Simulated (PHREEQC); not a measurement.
A solution holds 0.0046 mol H2S, 0.0077 mol H3BO3 and 0.025 mol CsF per kg of water, at 5 °C. Closed to the air; pH follows from the charge balance.

All values are PHREEQC results (ion-association model, wateq4f.dat), not measurements.

```
Property                Result
--------------  --------------
pH                        5.89
ionic strength  0.0250 mol/kgw
```

```tsv
species	molality	activity	log γ
Cs+	0.0250	0.0216	-0.064
F-	0.0245	0.0211	-0.066
H3BO3	0.00745	0.00750	0.003
H2S	0.00438	0.00440	0.003
HS-	0.000223	0.000191	-0.066
BF2(OH)2-	0.000175	0.000149	-0.069
BF(OH)3-	5.89e-5	5.02e-5	-0.069
HF	2.85e-5	2.87e-5	0.003
BF3OH-	7.67e-6	6.54e-6	-0.069
H2BO3-	2.67e-6	2.28e-6	-0.069
HF2-	2.19e-6	1.88e-6	-0.066
H+	1.45e-6	1.28e-6	-0.053
```

No solid was allowed to form. Constants without temperature data keep their 25 °C values here. Real BF4- forms and hydrolyses slowly; the run takes it at equilibrium. The polysulfide entries of wateq4f.dat were taken out for this run.
